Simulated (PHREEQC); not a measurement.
A made-up water analysis in mmol/kgw, 25 °C, pH 3.7, pe 11.8:

| constituent | mmol/kgw |
|---|---|
| Na | 0.287 |
| K | 0.576 |
| Ca | 12 |
| Mg | 0.0192 |
| Cl | 3.56 |
| S(6) | 9.55 |
| Si | 0.00992 |
| Fe(3) | 0.743 |

Valence states are taken as typed.

All values are PHREEQC results (ion-association model, phreeqc.dat), not measurements.

Precipitation was switched off in this run.

### Question
Predict the ionic strength.

### Answer
ionic strength 0.0346 mol/kgw.

### Question
In which forms is S present?

### Answer
SO4-2 68 %, CaSO4 29 %, FeSO4+ 1.8 %, HSO4- 0.8 % of the S.

The solution is supersaturated, for example in Jarosite-K, Fe(OH)3(a), so a real one may precipitate; this is no full list. Species that the database lacks are ignored.
